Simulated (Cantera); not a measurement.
# Pyrogenic steam for wet oxidation

An isothermal, constant-pressure homogeneous reactor starts with H₂ : O₂ : N₂ = 1.7 : 1 : 22 (molar parts), equivalence ratio 0.85, at 1200 K and 100.0 Torr.

Model: the H2/O2 subset of GRI-Mech 3.0, which has no nitrogen chemistry, integrated in Cantera. The temperature is held fixed by assumption; the heat of reaction is taken as removed at once.

```csv
t (s),x H₂,x O₂,x H₂O,x OH,x O,x H₂O₂,x H
1.00e-5,0.0688,0.0405,6.20e-12,7.98e-12,1.03e-11,<1e-12,2.51e-10
3.89e-5,0.0688,0.0405,2.14e-10,6.62e-11,1.11e-10,1.07e-12,1.09e-9
0.000152,0.0688,0.0405,8.22e-9,7.94e-10,1.47e-9,1.61e-11,1.05e-8
0.000590,0.0688,0.0405,6.40e-6,4.27e-7,7.97e-7,6.40e-10,5.50e-6
0.00230,0.00811,0.0141,0.0479,0.00132,0.00432,1.37e-7,0.0255
0.00894,0.00441,0.00927,0.0626,0.000790,0.00123,1.75e-7,0.00656
0.0348,0.00100,0.00675,0.0698,0.000316,0.000182,1.75e-7,0.000541
0.136,8.48e-5,0.00631,0.0711,8.69e-5,1.38e-5,5.40e-8,1.22e-5
0.528,6.26e-6,0.00629,0.0713,2.40e-5,1.04e-6,7.11e-9,2.52e-7
2.05,7.83e-7,0.00629,0.0713,8.69e-6,1.36e-7,1.11e-9,1.17e-8
8.00,1.51e-7,0.00629,0.0713,3.86e-6,2.67e-8,2.31e-10,1.01e-9
```
x: mole fraction; the columns are a selection and need not sum to one.

Equilibrium at this temperature and pressure: H₂ 3.15e-8, O₂ 0.00629, H₂O 0.0713, OH 1.75e-6, O 5.48e-9, H₂O₂ 4.94e-11, H 9.65e-11 (gas phase only).
